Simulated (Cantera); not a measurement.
A perfectly stirred reactor is fed with H₂ : O₂ = 0.005 : 1 (molar parts), equivalence ratio 0.0025, at 0.0178 atm; it is held at 1123 K, and followed from long to short residence time.

Computed with Cantera and the H2/O2 subset of GRI-Mech 3.0, which has no nitrogen chemistry. Radical loss at walls, strong at low pressure, is not modelled.

Q: What does this change do: temperature 1123 to 950 K?

A: 
```csv
quantity,before,after
x(H₂) at τ = 0.710 s,5.11e-5,0.000198
x(O₂) at τ = 0.710 s,0.994,0.995
x(H) at τ = 0.710 s,1.94e-5,1.32e-5
x(OH) at τ = 0.710 s,0.000181,8.64e-5
x(H₂O₂) at τ = 0.710 s,1.51e-8,3.25e-8
x(H₂) at τ = 54.0 ms,0.000262,0.000802
x(O₂) at τ = 54.0 ms,0.992,0.994
x(H) at τ = 54.0 ms,0.000115,0.000112
x(OH) at τ = 54.0 ms,0.000413,0.000250
x(H₂O₂) at τ = 54.0 ms,3.15e-8,8.11e-8
```

Q: What does this change do: temperature 1123 to 1073 K?

A: 
```csv
quantity,before,after
x(H₂) at τ = 0.710 s,5.11e-5,7.23e-5
x(O₂) at τ = 0.710 s,0.994,0.994
x(H) at τ = 0.710 s,1.94e-5,1.78e-5
x(OH) at τ = 0.710 s,0.000181,0.000147
x(H₂O₂) at τ = 0.710 s,1.51e-8,1.81e-8
x(H₂) at τ = 54.0 ms,0.000262,0.000348
x(O₂) at τ = 54.0 ms,0.992,0.993
x(H) at τ = 54.0 ms,0.000115,0.000121
x(OH) at τ = 54.0 ms,0.000413,0.000368
x(H₂O₂) at τ = 54.0 ms,3.15e-8,4.14e-8
```
